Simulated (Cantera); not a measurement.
**HI + O₂ + N₂ (abatement and gas-phase synthesis)**

Feed: 1 mol HI, 0.82 mol O₂, 12 mol N₂, at 1000000 Pa.

These are equilibrium values from Cantera (NASA tables, ideal gas, pure condensed phases), not measurements of a reactor. Candidate condensed phases: H₂O, I₂; 27 gas species. The numbers say what is thermodynamically allowed, not how fast it happens.

```tsv
T (°C)	x N₂	x I	x O₂	x H₂O	x NO	x OH	x O
2275	0.847	0.0697	0.0343	0.0328	0.0105	0.00343	0.00107
2350	0.845	0.0697	0.0334	0.0322	0.0117	0.00420	0.00149
2425	0.844	0.0697	0.0324	0.0314	0.0129	0.00506	0.00204
2500	0.843	0.0696	0.0314	0.0304	0.0142	0.00601	0.00273
2575	0.841	0.0695	0.0303	0.0294	0.0154	0.00704	0.00360
2650	0.839	0.0694	0.0291	0.0281	0.0167	0.00813	0.00466
2725	0.837	0.0693	0.0279	0.0267	0.0179	0.00926	0.00594
```
x: gas mole fraction; nothing condenses.

From 2275 °C to 2725 °C nothing is condensed.
